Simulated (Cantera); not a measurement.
A closed system holds: 1 mol (CH₃)₂SiCl₂, 0.071 mol C₂H₄, 1.5 mol H₂, 0.0099 mol C₃H₈, equilibrated at 1250 K and 210 Torr.

Method: chemical equilibrium by Gibbs-energy minimisation in Cantera with the NASA 1993 tables (ideal gas, pure condensed phases). Candidate condensed phases: C, C₆H₆, C₇H₈, C₈H₁₈, Si, SiC; 109 gas species. The feed counts by its element totals alone. The tables' values for SiCl₃ are old estimates; treat these amounts as uncertain. Kinetics and transport are ignored.

Base state: H₂ 0.720, HCl 0.248, SiCl₄ 0.0254, SiHCl₃ 0.00262, CH₄ 0.00160, SiCl₃ 0.00131, SiCl₂ 0.000487, SiH₂Cl₂ 3.68e-5 (mole fractions); condensed: C(graphite) + SiC(s).

**Question.** What changes in the equilibrium state with this change: temperature from 1250 K to 2500 K?

**Answer.** 
```
species             before    after
----------------  --------  -------
H₂                   0.720    0.644
HCl                  0.248    0.255
H                  7.75e-7   0.0381
SiCl₂             0.000487   0.0356
Cl                 2.29e-7   0.0107
SiCl₄               0.0254  2.05e-6
Si                   <1e-9  0.00406
SiCl                 <1e-9  0.00294
C(graphite), mol      1.33     1.34
SiC(s), mol          0.836    0.731
```
The tables' values for SiCl, SiCl₃ are old estimates; treat these amounts as uncertain. Gases not in the tables: Si₂H₆ and higher silanes.
